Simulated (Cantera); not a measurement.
An adiabatic, constant-volume homogeneous reactor starts with 8.74 % CH₄, 4.28 % CO, 9.79 % O₂, 70.6 % N₂, 6.56 % H₂O, equivalence ratio 2.0, at 1375 K and 1000000 Pa.

Computed with Cantera and GRI-Mech 3.0 (53 species, 325 reactions).

One state of this run: T (K) = 2331; P (bar) = 18.3; x CH₄ = 1.06e-9; x CO = 0.0950; x O₂ = 8.11e-7; x NO₂ = 2.71e-10; x HCN = 5.65e-7. x: mole fraction; the columns are a selection and need not sum to one.

**Question.** Which value of t (s) does it belong to?
A) 0.523
B) 3.00e-6
C) 1.15e-5
D) 0.000641

**Answer.** A, 0.523
